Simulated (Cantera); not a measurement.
**Silicon nitride deposition: SiHCl₃ + NH₃ + N₂**

A closed system holds: 1 mol SiHCl₃, 36 mol NH₃, 9.1 mol N₂, held at 7.50 Torr.

Method: chemical equilibrium by Gibbs-energy minimisation in Cantera with the NASA 1993 tables (ideal gas, pure condensed phases). Candidate condensed phases: NH₄Cl, Si, Si₃N₄; 28 gas species. The tables' values for SiCl, SiN are old estimates; treat these amounts as uncertain. Gases not in the tables: Si₂H₆ and higher silanes. Equilibrium is a limit: real reactors are often held back by kinetics, nucleation or transport.

```tsv
T (K)	log p H₂	log p N₂	log p HCl	log p H	n Si₃N₄(s)	n Si(l)
898	-2.19	-2.49	-3.44	-11.06	0.333	0
973	-2.19	-2.49	-3.44	-10.06	0.333	0
1048	-2.19	-2.49	-3.44	-9.21	0.333	0
1123	-2.19	-2.49	-3.44	-8.47	0.333	0
1198	-2.19	-2.49	-3.44	-7.82	0.333	0
1273	-2.19	-2.49	-3.44	-7.24	0.333	0
1348	-2.19	-2.49	-3.44	-6.73	0.332	0
1423	-2.19	-2.49	-3.44	-6.27	0.330	0
1498	-2.19	-2.49	-3.45	-5.86	0.323	0
1573	-2.19	-2.49	-3.46	-5.49	0.307	0
1648	-2.19	-2.49	-3.49	-5.15	0.277	0
1723	-2.19	-2.49	-3.54	-4.83	0.229	0
1798	-2.19	-2.49	-3.55	-4.55	0	0.639
1873	-2.20	-2.49	-3.55	-4.29	0	0.598
```
log p: log10 of the partial pressure in bar; n: condensed amount in mol.

From 898 K to 1723 K the condensed part is Si₃N₄(s). From 1798 K to 1873 K the condensed part is Si(l). The main Si-bearing gas is SiCl₄ at 898 K and SiCl₂ at 1873 K.
